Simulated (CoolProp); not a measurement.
Vapour-liquid equilibrium of propylene (1) + dimethyl ether (2) at 0.0619 MPa; x and y are mole fractions of (1).

The numbers come from the multi-fluid Helmholtz-energy mixture model, Lemmon 2013 and Wu 2011; pair parameters Bell 2016 in CoolProp.

```json
[
 {"x": "0.05", "bubble temperature (K)": "235.2", "y at the bubble point": "0.154", "dew temperature at overall composition x (K)": "236.8", "liquid density (mol/L)": "16.23"},
 {"x": "0.15", "bubble temperature (K)": "231.0", "y at the bubble point": "0.379", "dew temperature at overall composition x (K)": "235.2", "liquid density (mol/L)": "…"},
 {"x": "0.25", "bubble temperature (K)": "227.8", "y at the bubble point": "0.532", "dew temperature at overall composition x (K)": "233.5", "liquid density (mol/L)": "…"},
 {"x": "0.35", "bubble temperature (K)": "225.1", "y at the bubble point": "0.641", "dew temperature at overall composition x (K)": "231.6", "liquid density (mol/L)": "15.83"},
 {"x": "0.45", "bubble temperature (K)": "223.0", "y at the bubble point": "…", "dew temperature at overall composition x (K)": "…", "liquid density (mol/L)": "…"},
 {"x": "0.55", "bubble temperature (K)": "221.2", "y at the bubble point": "0.788", "dew temperature at overall composition x (K)": "227.4", "liquid density (mol/L)": "15.51"},
 {"x": "0.65", "bubble temperature (K)": "219.6", "y at the bubble point": "0.842", "dew temperature at overall composition x (K)": "224.9", "liquid density (mol/L)": "15.35"},
 {"x": "0.75", "bubble temperature (K)": "218.2", "y at the bubble point": "0.889", "dew temperature at overall composition x (K)": "222.2", "liquid density (mol/L)": "15.19"},
 {"x": "0.85", "bubble temperature (K)": "217.0", "y at the bubble point": "0.934", "dew temperature at overall composition x (K)": "…", "liquid density (mol/L)": "15.03"},
 {"x": "0.95", "bubble temperature (K)": "215.8", "y at the bubble point": "…", "dew temperature at overall composition x (K)": "216.6", "liquid density (mol/L)": "14.87"}
]
```

Q: Complete the blanks.

A: 
- 0.15, liquid density (mol/L): 16.11
- 0.25, liquid density (mol/L): 15.98
- 0.45, y at the bubble point: 0.723
- 0.45, dew temperature at overall composition x (K): 229.6
- 0.45, liquid density (mol/L): 15.67
- 0.85, dew temperature at overall composition x (K): 219.4
- 0.95, y at the bubble point: 0.978

No azeotrope shows between x = 0.05 and 0.95.

Pair parameters are fitted to limited data, so mixtures are less certain than the pure fluids.
